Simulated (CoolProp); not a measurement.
Vapour-liquid equilibrium of o-xylene (1) + n-undecane (2) at 1.41 bar; x and y are mole fractions of (1).

Values from CoolProp's multi-fluid Helmholtz-energy mixture model, Zhou 2012 and Aleksandrov 2011; pair parameters Bell 2016.

```tsv
x	bubble temperature, mixture model (°C)	bubble temperature, Raoult's law (°C)	y, mixture model	y, Raoult's law
0.05	205.9	205.3	0.123	0.143
0.125	200.4	199.2	0.285	0.316
0.2	195.1	193.7	0.420	0.453
0.275	190.2	188.8	0.533	0.562
0.35	185.6	184.3	0.626	0.651
0.425	181.3	180.2	0.703	0.723
0.5	177.4	176.4	0.767	0.782
0.575	173.7	172.9	0.820	0.832
0.65	170.3	169.7	0.865	0.873
0.725	167.2	166.7	0.903	0.909
0.8	164.2	163.9	0.935	0.939
0.875	161.5	161.3	0.962	0.965
0.95	158.9	158.9	0.986	0.987
```

The largest gap from Raoult's law is +1.4 K in bubble temperature, at x = 0.275. No azeotrope shows between x = 0.05 and 0.95.

Pair parameters are fitted to limited data, so mixtures are less certain than the pure fluids.
